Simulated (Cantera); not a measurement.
A Cantera script and what it prints.

```python
import numpy as np
import cantera as ct

gas_names = """
    AL ALCL ALCL2 ALCL3 ALH ALN AL2 AL2CL6 CL CL2 H HCL H2 N NH NH2 NH3 N2 N2H2 N2H4
""".split()
cond_names = """
    AL(cr) AL(L) ALCL3(s) ALCL3(L) ALN(s) NH4CL(a) NH4CL(b)
""".split()


def load(file, names, dense=False):
    # The tables refer to 1 bar. Condensed volumes are neglected.
    table = {s.name: s for s in ct.Species.list_from_file(file)}
    out = []
    for n in names:
        d = dict(table[n].input_data)
        d["thermo"] = dict(d["thermo"], **{"reference-pressure": 1e5})
        if dense:
            d["equation-of-state"] = {"model": "constant-volume", "density": "1e6 g/cm^3"}
        out.append(ct.Species.from_dict(d))
    return out


gas = ct.Solution(thermo="ideal-gas", species=load("nasa_gas.yaml", gas_names))
cond = {s.name: ct.Solution(thermo="fixed-stoichiometry", species=[s], name=s.name)
        for s in load("nasa_condensed.yaml", cond_names, dense=True)}
atoms = {
    'Al': {'AL': 1},
    'NH3': {'N': 1, 'H': 3},
    'N2': {'N': 2},
    'HCl': {'H': 1, 'CL': 1},
}
top_T = {'ALN(s)': 2750}  # K; cautious upper limits of use, not melting points


def equilibrate(T, P, feed):
    n = {}
    for name, mol in feed.items():
        for a, k in atoms[name].items():
            n[a] = n.get(a, 0.0) + k * mol
    gas.TPX = T, P, n
    mass = sum(n.values()) * gas.mean_molecular_weight
    gas.equilibrate("TP")
    valid = [c for c in cond.values() if c.min_temp <= T <= top_T.get(c.name, c.max_temp)]
    mix = ct.Mixture([(gas, mass / gas.mean_molecular_weight)] + [(c, 0.0) for c in valid])
    mix.T, mix.P = T, P
    mix.equilibrate("TP", solver="vcs", rtol=1e-11, max_steps=5000)
    return mix


results = []
feed = {'Al': 1, 'NH3': 290, 'N2': 25, 'HCl': 2.5}  # mol
T = 2000  # K
P = 1000  # Pa
mix = equilibrate(T, P, feed)
results.append((T, P, feed, dict(zip(mix.species_names, mix.species_moles))))
x = sorted(zip(gas.X, gas.species_names), reverse=True)
print(f"T = {T:g} K  P = {P:g} Pa  gas = {mix.phase_moles(0):.4g} mol")
print("   x: " + "  ".join(f"{s} {v:.3e}" for v, s in x if v > 1e-06))
print("   condensed (mol): " + ("  ".join(f"{mix.phase(i).name} {mix.phase_moles(i):.4g}"
      for i in range(1, mix.n_phases) if mix.phase_moles(i) > 1e-12) or "none"))
```

Output:

```
T = 2000 K  P = 1000 Pa  gas = 612.2 mol
   x: H2 7.044e-01  N2 2.777e-01  H 1.365e-02  HCL 2.562e-03  ALCL 1.481e-03  AL 1.470e-04  CL 3.697e-05  ALH 3.450e-06  ALCL2 1.911e-06
   condensed (mol): none
```

Equilibrium computed with Cantera from the NASA thermochemical tables; the gas is ideal and each condensed phase is pure.
